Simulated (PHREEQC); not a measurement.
Brine: an equilibrium model

A solution holds 5.2 mol/kgw NaBr, 0.075 mol/kgw BaCl2 and 0.2 mol/kgw MgCl2, at 25 °C. Closed to the air; pH follows from the charge balance.

All values are PHREEQC results (Pitzer model, pitzer.dat), not measurements.

Precipitation was switched off in this run.

Task: Predict the activity of water, osmotic coefficient.

Result: activity of water 0.752; osmotic coefficient 1.412.

Complexes and solids missing from the database can't appear.
